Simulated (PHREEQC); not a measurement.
A made-up water analysis in mg/kgw, 50 °C, pH 6.68:

```csv
constituent,mg/kgw
Na,3940
K,10.2
Ca,1290
Mg,620
Cl,9050
S(6) as SO4,1640
Alkalinity as HCO3,0.568
Li,26.4
```

Cl is adjusted to close the charge balance.
Valence states are taken as typed.

Equilibrium calculation in PHREEQC: Pitzer model, pitzer.dat.

No solid was allowed to form.

**Question.** What activity of water does the model give?

**Answer.** activity of water 0.992.

**Question.** In which forms is C present?

**Answer.** HCO3- 79 %, CO2 21 % of the C.

Away from 25 °C the constants follow the database's enthalpies or fits; those with neither stay at their 25 °C values.
